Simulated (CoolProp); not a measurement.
Vapour pressure (MPa) of n-heptane: the reference equation beside estimates from Tc = 541.2 K, pc = 2.774 MPa, ω = 0.349. Clausius-Clapeyron is anchored at 452.8 K with a constant enthalpy of vaporisation of 24.56 kJ/mol.

Values from CoolProp's reference Helmholtz-energy equation of state, Span 2003. It is a short technical equation, of lower accuracy than the large ones.

| T (K) | reference | Lee-Kesler | Clausius-Clapeyron | van der Waals | Redlich-Kwong | Soave-Redlich-Kwong | Peng-Robinson |
|---|---|---|---|---|---|---|---|
| 430.2 | 0.4342 | 0.4356 | 0.4829 | 1.032 | 0.6515 | 0.4374 | 0.4320 |
| 437.7 | 0.5068 | 0.5085 | 0.5431 | 1.118 | 0.7365 | 0.5114 | 0.5048 |
| 445.3 | 0.5892 | 0.5913 | 0.6094 | 1.209 | 0.8301 | (withheld) | 0.5876 |
| 452.8 | 0.6802 | 0.6824 | 0.6802 | 1.304 | 0.9300 | 0.6885 | 0.6792 |
| 460.3 | 0.7813 | 0.7837 | 0.7564 | 1.403 | (withheld) | 0.7919 | 0.7812 |
| 467.8 | 0.8933 | 0.8958 | 0.8384 | 1.507 | 1.154 | 0.9064 | 0.8944 |
| 475.4 | 1.019 | 1.021 | 0.9274 | 1.616 | 1.280 | (withheld) | 1.021 |
| 482.9 | 1.155 | 1.158 | 1.021 | 1.729 | 1.413 | 1.174 | 1.159 |
| 490.4 | 1.306 | 1.308 | 1.122 | 1.847 | (withheld) | 1.326 | 1.311 |
| 498 | 1.473 | 1.474 | 1.229 | 1.971 | 1.709 | 1.495 | 1.480 |

What belongs in the gaps?


- 445.3, Soave-Redlich-Kwong: 0.5956
- 460.3, Redlich-Kwong: 1.038
- 475.4, Soave-Redlich-Kwong: 1.035
- 490.4, Redlich-Kwong: 1.556

Absolute difference from the reference over all 10 rows, mean and median: Lee-Kesler 0.3 and 0.3 %, Clausius-Clapeyron 8.2 and 8.1 %, van der Waals 78.7 and 74.1 %, Redlich-Kwong 31.8 and 31.0 %, Soave-Redlich-Kwong 1.3 and 1.4 %, Peng-Robinson 0.3 and 0.3 %.
